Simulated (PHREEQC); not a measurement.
Synthetic water in mg/kgw, 30 °C, pH 6.22, pe 2.4:

```tsv
constituent	mg/kgw
Na	0.19
K	0.507
Ca	0.0157
Mg	0.0963
Cl	0.405
S(6) as SO4	0.244
Alkalinity as HCO3	0.879
Br	0.0089
```

Valence states are taken as typed.

Equilibrium calculation in PHREEQC: ion-association model, phreeqc.dat.

```json
{
  "ionic_strength": "3.80e-5 mol/kgw",
  "charge_balance_error": "-1.7 %"
}
```

| species | molality | activity | log γ |
|---|---|---|---|
| CO2 | 1.91e-5 | 1.91e-5 | 0.000 |
| HCO3- | 1.50e-5 | 1.49e-5 | -0.003 |
| K+ | 1.30e-5 | 1.29e-5 | -0.003 |
| Cl- | 1.14e-5 | 1.13e-5 | -0.003 |
| Na+ | 8.26e-6 | 8.21e-6 | -0.003 |
| Mg+2 | 3.96e-6 | 3.84e-6 | -0.013 |

No solid was allowed to form. Species that the database lacks are ignored.
